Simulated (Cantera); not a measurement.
A freely propagating, adiabatic, planar premixed flame of CH4 : CO : O2 : N2 : H2 = 1 : 0.084 : 1.36 : 5.58 : 0.16 (molar parts), unburnt at 500 K and 0.450 bar; mixture-averaged transport, grid criteria slope 0.08 and curve 0.16, no radiation.

Detailed kinetics in Cantera: GRI-Mech 3.0 (53 species, 325 reactions). Burning velocities carry a grid error of a few per cent, more on coarse grids.

Predict: laminar burning velocity; thermal thickness; peak x(CH2); peak x(HCN).


```
Quantity                     Result
------------------------  ---------
laminar burning velocity  35.1 cm/s
thermal thickness           1.72 mm
peak x(CH2)                 3.89e-5
peak x(HCN)                 5.48e-5
```
